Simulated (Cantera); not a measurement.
A Cantera script and what it prints.

```python
import numpy as np
import cantera as ct

gas_names = """
    CL CL2 H HCL H2 Si SiCL SiCL2 SiCL3 SiCL4 SiH SiHCL3 SiH2 SiH2CL2 SiH3 SiH3CL SiH4 Si2 Si3
""".split()
cond_names = """
    Si(cr) Si(L)
""".split()


def load(file, names, dense=False):
    # The tables refer to 1 bar. Condensed volumes are neglected.
    table = {s.name: s for s in ct.Species.list_from_file(file)}
    out = []
    for n in names:
        d = dict(table[n].input_data)
        d["thermo"] = dict(d["thermo"], **{"reference-pressure": 1e5})
        if dense:
            d["equation-of-state"] = {"model": "constant-volume", "density": "1e6 g/cm^3"}
        out.append(ct.Species.from_dict(d))
    return out


gas = ct.Solution(thermo="ideal-gas", species=load("nasa_gas.yaml", gas_names))
cond = {s.name: ct.Solution(thermo="fixed-stoichiometry", species=[s], name=s.name)
        for s in load("nasa_condensed.yaml", cond_names, dense=True)}
atoms = {
    'Si': {'Si': 1},
    'Cl2': {'CL': 2},
    'H2': {'H': 2},
}
top_T = {}  # K; cautious upper limits of use, not melting points


def equilibrate(T, P, feed):
    n = {}
    for name, mol in feed.items():
        for a, k in atoms[name].items():
            n[a] = n.get(a, 0.0) + k * mol
    gas.TPX = T, P, n
    mass = sum(n.values()) * gas.mean_molecular_weight
    gas.equilibrate("TP")
    valid = [c for c in cond.values() if c.min_temp <= T <= top_T.get(c.name, c.max_temp)]
    mix = ct.Mixture([(gas, mass / gas.mean_molecular_weight)] + [(c, 0.0) for c in valid])
    mix.T, mix.P = T, P
    mix.equilibrate("TP", solver="vcs", rtol=1e-11, max_steps=5000)
    return mix


results = []
feed = {'Si': 1, 'Cl2': 2.5, 'H2': 3.2}  # mol
T = 623  # K
P = 10000  # Pa
mix = equilibrate(T, P, feed)
results.append((T, P, feed, dict(zip(mix.species_names, mix.species_moles))))
print(gas.report(threshold=0.001))
for i in range(1, mix.n_phases):
    print(f"{mix.phase(i).name:16s} {mix.phase_moles(i):12.5e} mol")
```

Result:

```
       temperature   623 K
          pressure   10000 Pa
           density   0.086992 kg/m^3
  mean mol. weight   45.061 kg/kmol
   phase of matter   gas

                          1 kg             1 kmol
                     ---------------   ---------------
          enthalpy       -3.2483e+06       -1.4637e+08  J
   internal energy       -3.3633e+06       -1.5155e+08  J
           entropy            5432.2        2.4478e+05  J/K
    Gibbs function       -6.6326e+06       -2.9887e+08  J
 heat capacity c_p            999.65             45045  J/K
 heat capacity c_v            815.13             36731  J/K

                      mass frac. Y      mole frac. X     chem. pot. / RT
                     ---------------   ---------------   ---------------
               HCL           0.17217           0.21279           -44.906
                H2            0.0257           0.57444            -19.33
             SiCL4           0.80205           0.21274           -174.08
     [  +16 minor]        7.9901e-05        2.6582e-05

Si(cr)            0.00000e+00 mol
```

Cantera equilibrium calculation (NASA polynomials, part measured and part estimated; ideal gas, pure solids and liquids).
